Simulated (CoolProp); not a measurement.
Computed with CoolProp (reference Helmholtz-energy equation of state, Lemmon 2006). It is a short technical equation, of lower accuracy than the large ones.

Question: For CH3F (R41), give the phase and the density (kg/m³), cp (kJ/(kg K)), cv (kJ/(kg K)), speed of sound (m/s) at 283.6 K and 11400 kPa.

Answer: 
- 283.6 K and 11400 kPa: liquid; density 691, cp 2.38, cv 1.19, speed of sound 679
